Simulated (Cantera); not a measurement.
Charge: 1 mol Fe, 0.017 mol CO2, 210 mol N2, equilibrated at 1248.15 K and 1700000 Pa.

These are equilibrium values from Cantera (NASA tables, ideal gas, pure condensed phases), not measurements of a reactor. Candidate condensed phases: C, Fe, Fe(CO)5, FeO, Fe2O3, Fe3O4; 27 gas species. Mutual solubility and eutectic melting of coexisting phases are not modelled. The tables' stoichiometric FeO is somewhat more stable than real wüstite, so its field is too wide. FeO: taken at fixed stoichiometry. Kinetics and transport are ignored.

Base state: N2 1.000, CO 6.78e-5, CO2 1.31e-5 (mole fractions); condensed: Fe(γ) + FeO(s).

Task: What changes in the equilibrium state with this change: CO2 from 0.017 to 6.2 mol?

Result: 
```
species       before    after
-----------  -------  -------
N2             1.000    0.971
CO2          1.31e-5   0.0241
CO           6.78e-5  0.00463
Fe(γ), mol     0.986        0
FeO(s), mol   0.0142     1.00
```
